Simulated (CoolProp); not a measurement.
c-C4F8 (RC318) at several states: density (kg/m³) from the reference equation and from simpler models built on Tc = 388.4 K, pc = 2778 kPa, ω = 0.355; each cubic takes its own stable root.

Computed with CoolProp (reference Helmholtz-energy equation of state, Platzer 1990). This equation is an older, rougher fit; its heat capacities, sound speeds and derivatives of the liquid may be far off and weren't checked against measurements.

```tsv
T (K)	p (kPa)	phase	reference
376.6	13100	liquid	1303
418	64.4	gas	3.729
468	3910	supercritical	269.4
495.7	36.3	gas	1.765
```

How far does each simpler model (van der Waals, Redlich-Kwong, Soave-Redlich-Kwong, Peng-Robinson) lie from the reference over these 4 states: mean and median of the absolute difference, and the worst?


- van der Waals: mean 9.6 %, median 5.9 %, worst -26.4 % at 376.6 K and 13100 kPa
- Redlich-Kwong: mean 3.0 %, median 2.4 %, worst +7.1 % at 468 K and 3910 kPa
- Soave-Redlich-Kwong: mean 1.6 %, median 1.2 %, worst -4.1 % at 376.6 K and 13100 kPa
- Peng-Robinson: mean 2.3 %, median 1.0 %, worst +7.1 % at 376.6 K and 13100 kPa
